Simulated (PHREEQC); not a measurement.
**Phosphoric acid bath: an equilibrium model**

Solution (25 °C): 24 mmol/kgw KH2PO4 and 1.01 mmol/kgw HCl. Closed to the air; pH follows from the charge balance.

All values are PHREEQC results (ion-association model, wateq4f.dat), not measurements.

No solid was allowed to form.

Q: Predict the pH, ionic strength.

A: pH 3.60; ionic strength 0.0243 mol/kgw.

Q: In which forms is P present?

A: H2PO4- 97 %, H3PO4 3.1 % of the P.

H3PO4, which wateq4f.dat lacks, is added to it with the constant of phreeqc.dat.
